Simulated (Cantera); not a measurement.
An isothermal plug-flow reactor at 825 K and 4.05 atm (inlet), inlet velocity 2.3 m/s, active area per volume 7100 1/m; feed 0.388 % H2, 16.8 % O2, 82.8 % N2.

Model: Deutschmann's 1995 Pt surface mechanism with GRI-Mech 3.0 gas chemistry, integrated in Cantera. Catalytic surfaces can have several steady states; this one follows from the mechanism file's or the stated starting coverage. Mass transfer to the wall is taken as infinitely fast.

One state of this run: x H2 = 0.00261; x O2 = 0.167; x H2O = 0.00127; θ free Pt = 0.0402; θ O* = 0.958; θ OH* = 0.00183. x: gas mole fraction; θ: surface coverage.

Task: Which value of z (m) does it belong to?
(A) 8.2e-05
(B) 0.00018
(C) 0.00082
(D) 0.00038

Result: A, 8.2e-05
